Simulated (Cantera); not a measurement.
What does this Cantera script print?

```python
import numpy as np
import cantera as ct

gas_names = """
    H H2 Si SiH SiH2 SiH3 SiH4 Si2 Si3
""".split()
cond_names = """
    Si(cr) Si(L)
""".split()


# ... load() reads the species with a 1 bar reference pressure and builds the phases ...
atoms = {
    'Si': {'Si': 1},
    'H2': {'H': 2},
}
top_T = {}  # K; cautious upper limits of use, not melting points


# ... equilibrate(T, P, feed) seeds the gas with the atoms and calls Mixture.equilibrate('TP', solver="vcs", rtol=1e-11, max_steps=5000) ...
results = []
feed = {'Si': 1, 'H2': 0.99}  # mol
T = 650  # K
P = 1900000  # Pa
mix = equilibrate(T, P, feed)
results.append((T, P, feed, dict(zip(mix.species_names, mix.species_moles))))
x = sorted(zip(gas.X, gas.species_names), reverse=True)
print(f"T = {T:g} K  P = {P:g} Pa  gas = {mix.phase_moles(0):.4g} mol")
print("   x: " + "  ".join(f"{s} {v:.3e}" for v, s in x if v > 1e-05))
print("   condensed (mol): " + ("  ".join(f"{mix.phase(i).name} {mix.phase_moles(i):.4g}"
      for i in range(1, mix.n_phases) if mix.phase_moles(i) > 1e-12) or "none"))
```

Output:

```
T = 650 K  P = 1.9e+06 Pa  gas = 0.99 mol
   x: H2 1.000e+00
   condensed (mol): Si(cr) 1
```

Cantera equilibrium calculation (NASA polynomials, part measured and part estimated; ideal gas, pure solids and liquids).
